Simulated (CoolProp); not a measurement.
A single-stage vapour-compression cycle with vinyl chloride: evaporating at 253.15 K (dew point), condensing at 320.15 K (bubble point), superheat 0 K, subcooling 0 K, compressor efficiency 0.85, no pressure losses. Each further row changes one setting.

The numbers come from the reference Helmholtz-energy equation of state, Thol 2022 in CoolProp.

```
case                              cooling COP  pressure ratio  discharge temperature (K)  refrigerating effect (kJ/kg)  volumetric capacity (kJ/m³)
--------------------------------  -----------  --------------  -------------------------  ----------------------------  ---------------------------
as stated                                   …            9.26                      376.3                           258                          615
evaporating temperature 258.15 K         2.85               …                      370.1                           262                          759
condensing temperature 315.15 K             …            8.13                      368.6                           266                          634
subcooling 5 K                              …            9.26                      376.3                           266                          634
superheat 10 K                              …            9.26                      387.6                           266                          608
compressor efficiency 0.75                  …            9.26                      389.0                           258                          615
```

What belongs in the gaps?


- as stated, cooling COP: 2.54
- evaporating temperature 258.15 K, pressure ratio: 7.49
- condensing temperature 315.15 K, cooling COP: 2.80
- subcooling 5 K, cooling COP: 2.62
- superheat 10 K, cooling COP: 2.52
- compressor efficiency 0.75, cooling COP: 2.24
